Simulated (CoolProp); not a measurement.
p-xylene along the isobar 0.232 MPa: density (kg/m³) from the reference equation and from simpler models built on Tc = 343.0 °C, pc = 3.532 MPa, ω = 0.324; each cubic takes its own stable root.

The numbers come from the reference Helmholtz-energy equation of state, Zhou 2012 in CoolProp.

```
T (°C)   phase  reference  van der Waals  Redlich-Kwong  Soave-Redlich-Kwong
------  ------  ---------  -------------  -------------  -------------------
112.95  liquid      777.9          8.171          649.9                678.5
142.25  liquid        [?]          7.517          621.9                653.0
200.65     gas      6.682          6.496          6.572                6.613
229.95     gas      6.205          6.086          6.139                6.166
259.15     gas      5.806          5.727            [?]                5.782
288.35     gas      5.464          5.410          5.438                5.446
317.65     gas        [?]          5.127          5.146                5.150
346.85     gas      4.899          4.873          4.887                4.887
```

Question: What belongs in the gaps?

Answer: 
- 142.25, reference: 749.3
- 259.15, Redlich-Kwong: 5.766
- 317.65, reference: 5.164

At some of these states van der Waals gives the other phase, because its saturation line lies elsewhere.
